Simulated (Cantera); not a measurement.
An isothermal, constant-pressure homogeneous reactor starts with NH₃ : H₂ = 1 : 0.95 (molar parts), at 1398 K and 0.0267 bar. Integrator tolerance rtol = 1e-08.

Cantera simulation using the gas-phase N/H chemistry of the illustrative SiF4/NH3 mechanism in the Surface Chemkin manual (1991); the numbers are that mechanism's predictions, not measurements. Walls and surfaces, which speed up NH3 decomposition in real reactors, are not modelled.

### Question
What does this change do: temperature 1398 to 2400 K?

### Answer
```tsv
quantity	before	after
x(NH₃) at 30.0 s	0.509 (gas-phase equilibrium 7.04e-7)	8.16e-8 (gas-phase equilibrium 8.16e-8)
x(H₂) at 30.0 s	0.489 (gas-phase equilibrium 0.830)	0.753 (gas-phase equilibrium 0.753)
x(H) at 30.0 s	7.79e-6 (gas-phase equilibrium 2.66e-5)	0.0851 (gas-phase equilibrium 0.0851)
x(N₂) at 30.0 s	0.00112 (gas-phase equilibrium 0.169)	0.162 (gas-phase equilibrium 0.162)
x(N) at 30.0 s	7.88e-10 (gas-phase equilibrium <1e-12)	2.74e-7 (gas-phase equilibrium 2.74e-7)
x(N₂H₄) at 30.0 s	3.97e-9 (gas-phase equilibrium <1e-12)	<1e-12 (gas-phase equilibrium <1e-12)
```

### Question
What does this change do: temperature 1398 to 1850 K?

### Answer
| quantity | before | after |
|---|---|---|
| x(NH₃) at 30.0 s | 0.509 (gas-phase equilibrium 7.04e-7) | 0.00351 (gas-phase equilibrium 2.16e-7) |
| x(H₂) at 30.0 s | 0.489 (gas-phase equilibrium 0.830) | 0.827 (gas-phase equilibrium 0.828) |
| x(H) at 30.0 s | 7.79e-6 (gas-phase equilibrium 2.66e-5) | 0.00143 (gas-phase equilibrium 0.00302) |
| x(N₂) at 30.0 s | 0.00112 (gas-phase equilibrium 0.169) | 0.168 (gas-phase equilibrium 0.169) |
| x(N) at 30.0 s | 7.88e-10 (gas-phase equilibrium <1e-12) | 3.71e-7 (gas-phase equilibrium 2.18e-10) |
| x(N₂H₄) at 30.0 s | 3.97e-9 (gas-phase equilibrium <1e-12) | 1.26e-11 (gas-phase equilibrium <1e-12) |
